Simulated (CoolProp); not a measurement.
Saturation properties of R245ca.

Computed with CoolProp (reference Helmholtz-energy equation of state, Zhou 2016).

| T (K) | p (bar) | liquid density (kg/m³) | enthalpy of vaporisation (kJ/kg) | liquid cp (kJ/(kg K)) | vapour Z | surface tension (mN/m) |
|---|---|---|---|---|---|---|
| 237.6 | 0.04446 | 1531 | 238.2 | 1.319 | 0.9965 | 24.2 |
| 242.7 | 0.06240 | 1519 | 235.3 | 1.321 | 0.9954 | 23.6 |
| 247.8 | 0.08606 | 1508 | 232.4 | 1.324 | 0.9941 | 22.9 |
| 252.9 | 0.1168 | 1496 | 229.5 | 1.327 | 0.9925 | 22.2 |
| 258 | 0.1561 | 1484 | 226.7 | 1.331 | 0.9906 | 21.6 |
| 263.1 | 0.2057 | 1472 | 223.8 | 1.336 | 0.9883 | 20.9 |
| 268.2 | 0.2675 | 1460 | 221.0 | 1.341 | 0.9857 | 20.2 |
| 273.3 | 0.3437 | 1448 | 218.2 | 1.346 | 0.9827 | 19.6 |
| 278.4 | 0.4366 | 1436 | 215.4 | 1.352 | 0.9792 | 18.9 |
| 283.5 | 0.5487 | 1423 | 212.6 | 1.359 | 0.9754 | 18.2 |
| 288.6 | 0.6828 | 1411 | 209.7 | 1.365 | 0.9710 | 17.6 |
| 293.7 | 0.8417 | 1398 | 206.8 | 1.373 | 0.9662 | 16.9 |
| 298.8 | 1.029 | 1386 | 203.9 | 1.380 | 0.9609 | 16.2 |
| 303.9 | 1.247 | 1373 | 201.0 | 1.388 | 0.9550 | 15.6 |
| 309 | 1.499 | 1360 | 198.1 | 1.396 | 0.9486 | 14.9 |

It boils at 298.4 K under 1 atm.

Surface tension comes from a separate correlation (Mulero 2012).
